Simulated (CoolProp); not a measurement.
Vapour-liquid equilibrium of ethane (1) + n-butane (2) at 212.9 K; x and y are mole fractions of (1).

Computed with CoolProp (multi-fluid Helmholtz-energy mixture model, Bücker 2006 and Bücker 2006; pair parameters Kunz 2012).

Give the bubble pressure and the first vapour's composition at x = 0.125, 0.725, 0.875. Is there an azeotrope?

x = 0.125: 49.07 kPa, y = 0.910; x = 0.725: 271.6 kPa, y = 0.994; x = 0.875: 326.5 kPa, y = 0.997. No azeotrope shows between x = 0.05 and 0.95.

The pair parameters rest on a limited set of measurements; away from them the model extrapolates.
